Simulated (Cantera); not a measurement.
Feed: 1 mol Fe, 1.6 mol O₂, 220 mol N₂, 0.44 mol SO₂, at 13.3 mbar.

Equilibrium computed with Cantera from the NASA thermochemical tables; the gas is ideal and each condensed phase is pure. Candidate condensed phases: Fe, FeO, FeS, FeSO₄, FeS₂, Fe₂O₃, Fe₂(SO₄)₃, Fe₃O₄, S; 19 gas species. The tables' stoichiometric FeO is somewhat more stable than real wüstite, so its field is too wide. FeO: taken at fixed stoichiometry. The numbers say what is thermodynamically allowed, not how fast it happens.

log p: log10 of the partial pressure in bar; n: condensed amount in mol.

```json
[
 {"T (K)": "673", "log p N₂": "-1.88", "log p O₂": "-4.41", "log p SO₂": "-5.79", "log p NO": "(withheld)", "log p SO₃": "-5.24", "log p O": "<-13", "log p FeO": "<-13", "n Fe₂O₃(s)": "0.394", "n Fe₂(SO₄)₃(s)": "0.106", "n Fe₃O₄(s)": "0", "n FeO(l)": "0"},
 {"T (K)": "823", "log p N₂": "-1.88", "log p O₂": "-4.31", "log p SO₂": "-4.64", "log p NO": "(withheld)", "log p SO₃": "-5.44", "log p O": "<-13", "log p FeO": "<-13", "n Fe₂O₃(s)": "0.500", "n Fe₂(SO₄)₃(s)": "0", "n Fe₃O₄(s)": "0", "n FeO(l)": "0"},
 {"T (K)": "973", "log p N₂": "-1.88", "log p O₂": "-4.29", "log p SO₂": "-4.58", "log p NO": "(withheld)", "log p SO₃": "-6.33", "log p O": "-12.32", "log p FeO": "<-13", "n Fe₂O₃(s)": "0.500", "n Fe₂(SO₄)₃(s)": "0", "n Fe₃O₄(s)": "0", "n FeO(l)": "0"},
 {"T (K)": "1123", "log p N₂": "-1.88", "log p O₂": "-4.29", "log p SO₂": "-4.58", "log p NO": "(withheld)", "log p SO₃": "-7.02", "log p O": "-10.50", "log p FeO": "<-13", "n Fe₂O₃(s)": "0.500", "n Fe₂(SO₄)₃(s)": "0", "n Fe₃O₄(s)": "0", "n FeO(l)": "0"},
 {"T (K)": "1273", "log p N₂": "-1.88", "log p O₂": "-4.29", "log p SO₂": "-4.58", "log p NO": "(withheld)", "log p SO₃": "-7.56", "log p O": "-9.12", "log p FeO": "<-13", "n Fe₂O₃(s)": "0.500", "n Fe₂(SO₄)₃(s)": "0", "n Fe₃O₄(s)": "0", "n FeO(l)": "0"},
 {"T (K)": "1423", "log p N₂": "-1.88", "log p O₂": "-4.26", "log p SO₂": "-4.58", "log p NO": "(withheld)", "log p SO₃": "-7.95", "log p O": "-8.00", "log p FeO": "-11.35", "n Fe₂O₃(s)": "0", "n Fe₂(SO₄)₃(s)": "0", "n Fe₃O₄(s)": "0.333", "n FeO(l)": "0"},
 {"T (K)": "1573", "log p N₂": "-1.88", "log p O₂": "-4.26", "log p SO₂": "-4.58", "log p NO": "(withheld)", "log p SO₃": "-8.29", "log p O": "-7.11", "log p FeO": "-9.27", "n Fe₂O₃(s)": "0", "n Fe₂(SO₄)₃(s)": "0", "n Fe₃O₄(s)": "0.333", "n FeO(l)": "0"},
 {"T (K)": "1723", "log p N₂": "-1.88", "log p O₂": "-4.28", "log p SO₂": "-4.58", "log p NO": "(withheld)", "log p SO₃": "-8.57", "log p O": "-6.38", "log p FeO": "-7.57", "n Fe₂O₃(s)": "0", "n Fe₂(SO₄)₃(s)": "0", "n Fe₃O₄(s)": "0.333", "n FeO(l)": "0"},
 {"T (K)": "1873", "log p N₂": "-1.88", "log p O₂": "-4.22", "log p SO₂": "-4.58", "log p NO": "(withheld)", "log p SO₃": "-8.78", "log p O": "-5.74", "log p FeO": "-6.28", "n Fe₂O₃(s)": "0", "n Fe₂(SO₄)₃(s)": "0", "n Fe₃O₄(s)": "0", "n FeO(l)": "0.983"}
]
```

What belongs in the gaps?


- 673, log p NO: -9.58
- 823, log p NO: -8.23
- 973, log p NO: -7.33
- 1123, log p NO: -6.68
- 1273, log p NO: -6.18
- 1423, log p NO: -5.76
- 1573, log p NO: -5.45
- 1723, log p NO: -5.19
- 1873, log p NO: -4.94
